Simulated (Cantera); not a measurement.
An adiabatic, constant-pressure homogeneous reactor starts with H2 : O2 : N2 = 1 : 1.28 : 4.82 (molar parts), at 1100 K and 5.00 bar. Integrator tolerance rtol = 1e-08.

Computed with Cantera and GRI-Mech 3.0 (53 species, 325 reactions). The hydrogen kinetics of GRI-Mech 3.0 are dated; newer H2 mechanisms differ, most at raised pressure.

```csv
quantity,before,after
time of steepest temperature rise,0.646 ms,13.7 µs
temperature at 0.600 s,2088 K,2188 K
equilibrium temperature,2085 K,2188 K
x(H2) at 0.600 s,0.000109 (gas-phase equilibrium 0.000107),0.000212 (gas-phase equilibrium 0.000212)
x(O2) at 0.600 s,0.115 (gas-phase equilibrium 0.114),0.113 (gas-phase equilibrium 0.113)
x(NO) at 0.600 s,0.00552 (gas-phase equilibrium 0.00681),0.00864 (gas-phase equilibrium 0.00866)
x(HO2) at 0.600 s,4.64e-6 (gas-phase equilibrium 4.57e-6),6.50e-6 (gas-phase equilibrium 6.50e-6)
x(H2O) at 0.600 s,0.150 (gas-phase equilibrium 0.150),0.149 (gas-phase equilibrium 0.149)
x(H2O2) at 0.600 s,2.79e-7 (gas-phase equilibrium 2.76e-7),3.69e-7 (gas-phase equilibrium 3.69e-7)
x(OH) at 0.600 s,0.00218 (gas-phase equilibrium 0.00215),0.00333 (gas-phase equilibrium 0.00332)
```

Task: Which change was made?
A) initial temperature 1100 to 1223 K
B) pressure from 5.00 bar to 1.01 bar
C) constant volume in place of constant pressure
D) N2 4.82 to 11 parts

Result: A, initial temperature 1100 to 1223 K
